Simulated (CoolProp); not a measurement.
Octamethylcyclotetrasiloxane (D4) along the isobar 3560 kPa: density (kg/m³) from the reference equation and from simpler models built on Tc = 586.5 K, pc = 1347 kPa, ω = 0.598; each cubic takes its own stable root.

Values from CoolProp's reference Helmholtz-energy equation of state, Thol 2015.

| T (K) | phase | reference |
|---|---|---|
| 497.5 | liquid | 718.5 |
| 509.7 | liquid | 701.3 |
| 522 | liquid | 683.3 |
| 534.2 | liquid | 664.7 |
| 546.5 | liquid | 644.9 |
| 558.7 | liquid | 624.1 |
| 571 | liquid | 601.8 |
| 583.2 | liquid | 578.0 |
| 595.5 | supercritical | 552.0 |
| 607.7 | supercritical | 523.9 |
| 620 | supercritical | 493.1 |

### Question
How far does each simpler model (van der Waals, Redlich-Kwong, Peng-Robinson) lie from the reference over these 11 states: mean and median of the absolute difference, and the worst?

### Answer
- van der Waals: mean 31.0 %, median 32.1 %, worst -36.0 % at 497.5 K and 3560 kPa
- Redlich-Kwong: mean 12.0 %, median 12.8 %, worst -13.5 % at 497.5 K and 3560 kPa
- Peng-Robinson: mean 2.5 %, median 2.5 %, worst -4.9 % at 620 K and 3560 kPa
